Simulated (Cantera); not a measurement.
An adiabatic, constant-pressure homogeneous reactor starts with C3H8 : O2 : N2 : CO2 = 1 : 5.26 : 19.8 : 1.2 (molar parts), equivalence ratio 0.95, at 1773 K and 10.0 bar. Integrator tolerance rtol = 1e-08.

Computed with Cantera and GRI-Mech 3.0 (53 species, 325 reactions). GRI-Mech 3.0 was tuned for natural gas; its chemistry of propane as a main component is partial and can be far from experiment.

Task: What does this change do: initial temperature 1773 to 1525 K?

Result: 
| quantity | before | after |
|---|---|---|
| time of steepest temperature rise | 2.71 µs | 16.8 µs |
| temperature at 0.200 s | 2942 K | 2834 K |
| equilibrium temperature | 2942 K | 2834 K |
| x(C3H8) at 0.200 s | <1e-12 (gas-phase equilibrium <1e-12) | <1e-12 (gas-phase equilibrium <1e-12) |
| x(O2) at 0.200 s | 0.0253 (gas-phase equilibrium 0.0253) | 0.0220 (gas-phase equilibrium 0.0220) |
| x(CO2) at 0.200 s | 0.0931 (gas-phase equilibrium 0.0931) | 0.105 (gas-phase equilibrium 0.105) |
| x(C2H) at 0.200 s | <1e-12 (gas-phase equilibrium <1e-12) | <1e-12 (gas-phase equilibrium <1e-12) |
| x(CH2O) at 0.200 s | 1.73e-9 (gas-phase equilibrium 1.73e-9) | 1.04e-9 (gas-phase equilibrium 1.04e-9) |
